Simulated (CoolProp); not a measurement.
Properties of R13 along the isotherm 56.15 °C.

Computed with CoolProp (reference Helmholtz-energy equation of state, Platzer 1990). This equation is an older, rougher fit.

| p (MPa) | phase | density (kg/m³) | cv (kJ/(kg K)) | expansivity (1/kK) | viscosity (µPa s) |
|---|---|---|---|---|---|
| 0.00628 | gas | 0.2397 | 0.5960 | 3.041 | 15.7 |
| 0.0101 | gas | 0.3856 | 0.5961 | 3.043 | 15.7 |
| 0.0164 | gas | 0.6264 | 0.5962 | 3.048 | 15.7 |
| 0.0265 | gas | 1.013 | 0.5963 | 3.054 | 15.7 |
| 0.0428 | gas | 1.637 | 0.5965 | 3.065 | 15.7 |
| 0.0691 | gas | 2.648 | 0.5968 | 3.083 | 15.7 |
| 0.112 | gas | 4.304 | 0.5974 | 3.113 | 15.7 |
| 0.18 | gas | 6.948 | 0.5982 | 3.161 | 15.7 |
| 0.292 | gas | 11.36 | 0.5997 | 3.242 | 15.8 |
| 0.471 | gas | 18.54 | 0.6021 | 3.378 | 15.8 |
| 0.761 | gas | 30.58 | 0.6060 | 3.619 | 15.9 |
| 1.23 | gas | 51.22 | 0.6127 | 4.072 | 16.0 |
| 1.99 | gas | 88.40 | 0.6245 | 5.032 | 16.5 |

Viscosity comes from a separate model (Huber 2003), an estimate that may be off by 10 % or more.
